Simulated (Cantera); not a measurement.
A closed system holds: 1 mol Ta₂O₅, a varied amount of CH₄, 2.8 mol H₂, held at 13.3 mbar.

These are equilibrium values from Cantera (NASA tables, ideal gas, pure condensed phases), not measurements of a reactor. Candidate condensed phases: C, C₆H₆, C₇H₈, C₈H₁₈, H₂O, Ta, TaC, Ta₂O₅; 113 gas species. Mutual solubility and eutectic melting of coexisting phases are not modelled. TaC: taken at fixed stoichiometry. Condensed phases not in the tables: Ta₂C, N, O or C dissolved in the metal. The numbers say what is thermodynamically allowed, not how fast it happens.

Stable condensed phases, one row left out:

```
T in K \ n(CH₄) in mol
         0.45 0.83  1.2  1.6    2  2.3  2.7  3.1  3.4  3.8  4.2  4.6
   1973     A    A    B    B    B    B    C    C    C    C    C    C
   1923     B    C    C    C    C    C    C    C    C    C    C    C
   1823     C    C    C    C    C    C    C    C    C    C    C    C
   1773     C    C    C    C    C    C    C    C    C    C    C    C
   1723     C    C    C    C    C    C    C    C    C    C    C    C
   1673     C    C    C    C    C    C    C    C    C    C    C    C
   1623     C    C    C    C    C    C    C    C    C    C    C    C
   1573     C    C    C    C    C    C    C    C    C    C    C    C
```

A: Ta + Ta₂O₅; B: Ta + TaC + Ta₂O₅; C: TaC + Ta₂O₅.

Q: Give the row for 1873 K.

A: 0.45: TaC + Ta₂O₅; 0.83: TaC + Ta₂O₅; 1.2: TaC + Ta₂O₅; 1.6: TaC + Ta₂O₅; 2: TaC + Ta₂O₅; 2.3: TaC + Ta₂O₅; 2.7: TaC + Ta₂O₅; 3.1: TaC + Ta₂O₅; 3.4: TaC + Ta₂O₅; 3.8: TaC + Ta₂O₅; 4.2: TaC + Ta₂O₅; 4.6: TaC + Ta₂O₅.
